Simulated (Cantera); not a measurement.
A closed system holds: 1 mol Fe2O3, 2.7 mol CH4, 1.1 mol N2, equilibrated at 0.520 bar.

Cantera equilibrium calculation (NASA polynomials, part measured and part estimated; ideal gas, pure solids and liquids). Candidate condensed phases: C, C6H6, C7H8, C8H18, Fe, Fe(CO)5, FeO, Fe(OH)2, Fe(OH)3, Fe2O3, Fe3O4, H2O; 140 gas species. Kinetics and transport are ignored. All values below are at 2448 K.

Base state: H2 0.519, CO 0.276, N2 0.113, Fe 0.0406, H2O 0.0281, H 0.0199, CO2 0.00247, OH 0.000210 (mole fractions); condensed: Fe(l).

### Question
What changes in the equilibrium state with this change: Fe2O3 replaced by CuO?

### Answer
```
species            before     after
----------------  -------  --------
H2                  0.519     0.604
N2                  0.113     0.119
CO                  0.276     0.116
Cu                      0     0.115
Fe                 0.0406         0
H2O                0.0281   1.01e-6
HCN               1.10e-6    0.0166
H                  0.0199    0.0214
C2H2 (acetylene)    <1e-9   0.00522
Cu2                     0  0.000756
Fe(l), mol           1.61         0
C(graphite), mol        0      1.45
```
Further candidate phases: Cu, CuO, Cu(OH)2, Cu2O.
